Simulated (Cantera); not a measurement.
# Equilibrium for hydrogen reduction and annealing atmospheres: Fe₃O₄ + H₂ + H₂O

A closed system holds: 1 mol Fe₃O₄, 150 mol H₂, 6.8 mol H₂O, at 1475 °C and 0.0133 bar.

Method: chemical equilibrium by Gibbs-energy minimisation in Cantera with the NASA 1993 tables (ideal gas, pure condensed phases). Candidate condensed phases: Fe, FeO, Fe(OH)₂, Fe(OH)₃, Fe₂O₃, Fe₃O₄, H₂O; 12 gas species. The numbers say what is thermodynamically allowed, not how fast it happens.

```
Item            Value
----------  ---------
x(H₂)           0.928
x(H₂O)         0.0687
x(H)          0.00191
x(Fe)         0.00101
x(OH)         8.24e-6
x(Fe(OH)₂)    1.17e-6
n(Fe(δ))     2.84 mol
gas amount  157.1 mol
```
